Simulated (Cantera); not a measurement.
What does this Cantera script print?

```python
import numpy as np
import cantera as ct

gas = ct.Solution("gri30.yaml")
gas.TPX = 575, 94000, {'C3H8': 1, 'O2': 3.85, 'N2': 14.5, 'H2O': 0.48}
flame = ct.FreeFlame(gas, width=0.042)
flame.set_refine_criteria(ratio=3, slope=0.08, curve=0.16)
flame.transport_model = "mixture-averaged"
flame.solve(loglevel=0, auto=True)
z, T = flame.grid, flame.T
thick = (T[-1] - T[0]) / np.gradient(T, z).max()
show = ['C3H8', 'O2', 'H2O', 'NO', 'C2H6', 'O']
print(f"laminar burning velocity  {flame.velocity[0] * 100:.3f} cm/s")
print(f"burnt temperature         {T[-1]:.1f} K")
print(f"thermal thickness         {thick * 1e3:.4f} mm")
print(f"grid points               {len(z)}")
z0 = z[flame.heat_release_rate.argmax()]
print(f"{'z/mm':>9s}{'T/K':>9s}{'u/(m/s)':>9s}" + "".join(f"{s:>11s}" for s in show))
rows = []
for k in (-3, -2, -1.5, -1, -0.5, -0.25, 0, 0.25, 0.5, 1, 2, 4, 8):
    zz = z0 + k * thick
    rows.append([k * thick, np.interp(zz, z, T), np.interp(zz, z, flame.velocity),
                 *(np.interp(zz, z, flame.X[gas.species_index(s)]) for s in show)])
    print(f"{rows[-1][0] * 1e3:9.3f}{rows[-1][1]:9.1f}{rows[-1][2]:9.3f}" + "".join(f"{x:11.3e}" for x in rows[-1][3:]))
```

It prints:

```
laminar burning velocity  124.431 cm/s
burnt temperature         2262.9 K
thermal thickness         0.3015 mm
grid points               140
     z/mm      T/K  u/(m/s)       C3H8         O2        H2O         NO       C2H6          O
   -0.905    575.1    1.247  5.034e-02  1.937e-01  2.418e-02  5.115e-10  5.369e-08  7.329e-16
   -0.603    576.6    1.255  5.017e-02  1.929e-01  2.439e-02  7.678e-09  1.323e-06  4.593e-13
   -0.452    583.9    1.277  4.992e-02  1.913e-01  2.544e-02  4.453e-08  1.108e-05  4.261e-11
   -0.302    642.8    1.423  4.880e-02  1.841e-01  3.229e-02  3.874e-07  1.556e-04  1.055e-08
   -0.151   1021.7    2.351  3.434e-02  1.442e-01  6.693e-02  3.598e-06  1.860e-03  4.214e-06
   -0.075   1417.3    3.389  1.113e-02  9.890e-02  1.007e-01  8.371e-06  1.993e-03  8.852e-05
    0.000   1784.3    4.378  3.608e-04  5.207e-02  1.331e-01  1.728e-05  2.454e-04  5.712e-04
    0.075   1974.9    4.869  6.502e-07  2.375e-02  1.508e-01  3.130e-05  3.513e-06  1.307e-03
    0.151   2039.3    5.018  2.407e-10  1.138e-02  1.571e-01  4.503e-05  2.671e-08  1.807e-03
    0.302   2074.1    5.077  1.702e-17  4.677e-03  1.577e-01  5.974e-05  3.618e-12  1.895e-03
    0.603   2104.1    5.129  1.441e-25  2.974e-03  1.567e-01  6.799e-05  9.895e-18  1.574e-03
    1.206   2140.5    5.204  7.684e-34  2.180e-03  1.586e-01  7.323e-05  2.291e-22  1.157e-03
    2.412   2182.6    5.291  1.124e-37  1.385e-03  1.619e-01  7.942e-05  7.540e-26  7.126e-04
```

Cantera simulation using GRI-Mech 3.0 (53 species, 325 reactions); the numbers are that mechanism's predictions, not measurements. GRI-Mech 3.0 was tuned for natural gas; its chemistry of propane as a main component is partial and can be far from experiment. Burning velocities carry a grid error of a few per cent, more on coarse grids.
